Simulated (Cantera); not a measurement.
## Premixed flame

A freely propagating, adiabatic, planar premixed flame of CH4 : CO : O2 : N2 = 1 : 0.15 : 2.92 : 11 (molar parts), equivalence ratio 0.71, unburnt at 300 K and 0.938 atm; mixture-averaged transport, grid criteria slope 0.08 and curve 0.16, no radiation.

Cantera simulation using GRI-Mech 3.0 (53 species, 325 reactions); the numbers are that mechanism's predictions, not measurements. Burning velocities carry a grid error of a few per cent, more on coarse grids.

| z (mm) | T (K) | u (m/s) | x CH4 | x CO | x O2 | x HO2 | x H | x NO |
|---|---|---|---|---|---|---|---|---|
| -1.95 | 300 | 0.222 | 0.0663 | 0.00995 | 0.194 | 1.24e-8 | <1e-8 | <1e-8 |
| -1.30 | 303 | 0.224 | 0.0661 | 0.00998 | 0.193 | 2.59e-7 | <1e-8 | <1e-8 |
| -0.975 | 314 | 0.232 | 0.0655 | 0.0101 | 0.193 | 1.35e-6 | <1e-8 | <1e-8 |
| -0.650 | 389 | 0.289 | 0.0616 | 0.0110 | 0.188 | 1.38e-5 | <1e-8 | 1.75e-8 |
| -0.325 | 787 | 0.588 | 0.0415 | 0.0173 | 0.156 | 0.000119 | 7.84e-6 | 4.30e-7 |
| -0.163 | 1152 | 0.864 | 0.0223 | 0.0242 | 0.123 | 0.000144 | 0.000146 | 1.10e-6 |
| 0 | 1495 | 1.12 | 0.00453 | 0.0283 | 0.0864 | 0.000110 | 0.000951 | 1.98e-6 |
| 0.163 | 1634 | 1.22 | 0.000202 | 0.0202 | 0.0684 | 2.35e-5 | 0.00169 | 2.99e-6 |
| 0.325 | 1692 | 1.26 | 4.75e-6 | 0.0125 | 0.0630 | 1.38e-5 | 0.00164 | 3.78e-6 |
| 0.650 | 1758 | 1.30 | <1e-8 | 0.00613 | 0.0595 | 9.17e-6 | 0.00106 | 4.84e-6 |
| 1.30 | 1816 | 1.34 | <1e-8 | 0.00281 | 0.0575 | 4.88e-6 | 0.000401 | 5.99e-6 |
| 2.60 | 1851 | 1.36 | <1e-8 | 0.00113 | 0.0568 | 2.10e-6 | 9.53e-5 | 6.99e-6 |
| 5.20 | 1865 | 1.37 | <1e-8 | 0.000384 | 0.0566 | 9.73e-7 | 1.89e-5 | 7.68e-6 |
x: mole fraction of selected species; z is measured from the peak of heat release.

The laminar burning velocity is 22.2 cm/s. The thermal thickness is 0.650 mm. The peak x(HO2) is 0.000152 and the peak x(H) comes out as 0.00173. The grid points is 138.
